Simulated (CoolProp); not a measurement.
A Linde-Hampson liquefier for normal hydrogen: isothermal reversible compression at 280 K from 1 atm to 10 MPa, throttling to 1 atm, return gas leaving the recuperator 10 K below the feed. Each further row changes one setting.

The numbers come from the reference Helmholtz-energy equation of state, Leachman 2009 in CoolProp.

```tsv
case	compression work (kJ/kg of gas)
as stated	5370
high pressure 20 MPa	6250
warm-end temperature 310 K	5940
warm-end gap 15 K	5370
```
